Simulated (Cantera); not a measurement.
**Hydrocarbon pyrolysis for carbon deposition**

An isothermal, constant-pressure homogeneous reactor starts with 5.00 % C2H4, 95.0 % H2, at 1625 K and 13300 Pa.

Model: GRI-Mech 3.0 (53 species, 325 reactions), integrated in Cantera. GRI-Mech 3.0 was tuned for natural gas; its chemistry of ethylene as a main component is partial and can be far from experiment. GRI-Mech 3.0 stops at C3 and has no aromatics, soot or wall deposition, so with more carbon than oxygen in the feed, carbon stays in small species such as C2H2 where larger ones or solid carbon would form.

```json
[
 {"t (s)": "0.000300", "x C2H4": "0.0495", "x H2": "0.950", "x C2H": "3.62e-12", "x H": "1.74e-6", "x CH3": "1.54e-9"},
 {"t (s)": "0.000783", "x C2H4": "0.0485", "x H2": "0.950", "x C2H": "2.69e-11", "x H": "4.75e-6", "x CH3": "7.23e-9"},
 {"t (s)": "0.00204", "x C2H4": "0.0457", "x H2": "0.950", "x C2H": "2.30e-10", "x H": "1.41e-5", "x CH3": "3.05e-8"},
 {"t (s)": "0.00533", "x C2H4": "0.0364", "x H2": "0.951", "x C2H": "1.97e-9", "x H": "3.78e-5", "x CH3": "1.04e-7"},
 {"t (s)": "0.0139", "x C2H4": "0.0159", "x H2": "0.951", "x C2H": "7.51e-9", "x H": "5.76e-5", "x CH3": "2.17e-7"},
 {"t (s)": "0.0363", "x C2H4": "0.00127", "x H2": "0.952", "x C2H": "2.08e-8", "x H": "0.000112", "x CH3": "5.33e-7"},
 {"t (s)": "0.0949", "x C2H4": "0.000528", "x H2": "0.952", "x C2H": "3.67e-8", "x H": "0.000194", "x CH3": "1.16e-6"},
 {"t (s)": "0.248", "x C2H4": "0.000527", "x H2": "0.952", "x C2H": "3.70e-8", "x H": "0.000196", "x CH3": "1.85e-6"},
 {"t (s)": "0.646", "x C2H4": "0.000525", "x H2": "0.952", "x C2H": "3.67e-8", "x H": "0.000195", "x CH3": "3.60e-6"},
 {"t (s)": "1.69", "x C2H4": "0.000520", "x H2": "0.951", "x C2H": "3.61e-8", "x H": "0.000194", "x CH3": "7.90e-6"},
 {"t (s)": "4.40", "x C2H4": "0.000509", "x H2": "0.950", "x C2H": "3.50e-8", "x H": "0.000192", "x CH3": "1.66e-5"},
 {"t (s)": "11.5", "x C2H4": "0.000499", "x H2": "0.949", "x C2H": "3.40e-8", "x H": "0.000190", "x CH3": "2.46e-5"},
 {"t (s)": "30.0", "x C2H4": "0.000498", "x H2": "0.949", "x C2H": "3.39e-8", "x H": "0.000190", "x CH3": "2.57e-5"}
]
```
x: mole fraction; the columns are a selection and need not sum to one.

Equilibrium at this temperature and pressure: C2H4 0.000498, H2 0.949, C2H 3.39e-8, H 0.000190, CH3 2.57e-5 (gas phase only).
